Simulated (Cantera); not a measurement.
A closed system holds: 1 mol H2O, 2 mol O2, held at 0.120 bar.

Method: chemical equilibrium by Gibbs-energy minimisation in Cantera with the NASA 1993 tables (ideal gas, pure condensed phases). Candidate condensed phases: H2O; 22 gas species. Ions and electrons are included (thermal ionisation). The numbers say what is thermodynamically allowed, not how fast it happens. All values below are at 3250 K.

Base state: O 0.376, O2 0.271, H 0.157, OH 0.115, H2O 0.0529, H2 0.0286, HO2 3.35e-5 (mole fractions); condensed: gas only.

Problem. What changes in the equilibrium state with this change: O2 from 2 to 0.32 mol?

Solution. 
```
species   before    after
-------  -------  -------
H          0.157    0.294
O          0.376    0.239
OH         0.115    0.137
O2         0.271    0.110
H2        0.0286    0.101
H2O       0.0529    0.119
HO2      3.35e-5  2.55e-5
```
